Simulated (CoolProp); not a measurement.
A single-stage vapour-compression cycle with hydrogen sulfide: evaporating at 196.15 K (dew point), condensing at 261.15 K (bubble point), superheat 5 K, subcooling 0 K, compressor efficiency 0.7, no pressure losses. Each further row changes one setting.

The numbers come from the reference Helmholtz-energy equation of state, Lemmon 2006 in CoolProp. It is a short technical equation, of lower accuracy than the large ones.

| case | cooling COP | pressure ratio | discharge temperature (K) | refrigerating effect (kJ/kg) | volumetric capacity (kJ/m³) |
|---|---|---|---|---|---|
| as stated | 1.52 | 17.8 | 487.3 | 440 | 362 |
| evaporating temperature 201.15 K | 1.74 | ? | ? | ? | ? |
| condensing temperature 256.15 K | 1.68 | ? | 466.1 | 450 | 371 |
| subcooling 5 K | 1.55 | 17.8 | 487.3 | 450 | 371 |
| superheat 15 K | 1.48 | 17.8 | 509.5 | 450 | ? |
| compressor efficiency 0.6 | ? | 17.8 | ? | 440 | 362 |

**Question.** Fill in the missing entries.

**Answer.** 
- evaporating temperature 201.15 K, pressure ratio: 13.3
- evaporating temperature 201.15 K, discharge temperature (K): 459.8
- evaporating temperature 201.15 K, refrigerating effect (kJ/kg): 444
- evaporating temperature 201.15 K, volumetric capacity (kJ/m³): 482
- condensing temperature 256.15 K, pressure ratio: 15.1
- superheat 15 K, volumetric capacity (kJ/m³): 352
- compressor efficiency 0.6, cooling COP: 1.30
- compressor efficiency 0.6, discharge temperature (K): 530.7
